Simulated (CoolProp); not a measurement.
Vapour-liquid equilibrium of R152A (1) + R227EA (2) at 0.362 MPa; x and y are mole fractions of (1).

Values from CoolProp's multi-fluid Helmholtz-energy mixture model, Outcalt 1996 and Lemmon 2016; pair parameters Bell 2016.

```json
[
 {"x": "0.05", "bubble temperature (K)": "290.6", "y at the bubble point": "0.057", "dew temperature at overall composition x (K)": "290.7", "liquid density (mol/L)": "8.532"},
 {"x": "0.2", "bubble temperature (K)": "289.5", "y at the bubble point": "0.240", "dew temperature at overall composition x (K)": "289.8", "liquid density (mol/L)": "9.161"},
 {"x": "0.35", "bubble temperature (K)": "287.9", "y at the bubble point": "0.418", "dew temperature at overall composition x (K)": "288.5", "liquid density (mol/L)": "9.867"},
 {"x": "0.5", "bubble temperature (K)": "286.2", "y at the bubble point": "0.576", "dew temperature at overall composition x (K)": "287.1", "liquid density (mol/L)": "10.66"},
 {"x": "0.65", "bubble temperature (K)": "284.7", "y at the bubble point": "0.714", "dew temperature at overall composition x (K)": "285.4", "liquid density (mol/L)": "11.56"},
 {"x": "0.8", "bubble temperature (K)": "283.5", "y at the bubble point": "0.837", "dew temperature at overall composition x (K)": "283.8", "liquid density (mol/L)": "12.58"},
 {"x": "0.95", "bubble temperature (K)": "282.5", "y at the bubble point": "0.958", "dew temperature at overall composition x (K)": "282.6", "liquid density (mol/L)": "13.77"}
]
```

No azeotrope shows between x = 0.05 and 0.95.

The pair parameters rest on a limited set of measurements; away from them the model extrapolates. The gap from Raoult's law changes sign with composition, which may be real or a fault of the pair parameters; it wasn't checked against measurements.
